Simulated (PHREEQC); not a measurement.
Make-up at 25 °C: 0.61 mol/kgw Na2SO4, 0.077 mol/kgw MgSO4 and 3.9e-05 mol/kgw H4SiO4. Closed to the air; pH follows from the charge balance.

Computed with PHREEQC (Pitzer model, pitzer.dat).

This is a speciation only: nothing precipitates in the calculation.

**Question.** Predict the pH.

**Answer.** pH 7.07.

In brines, pH and single-ion activities rest on the MacInnes convention.
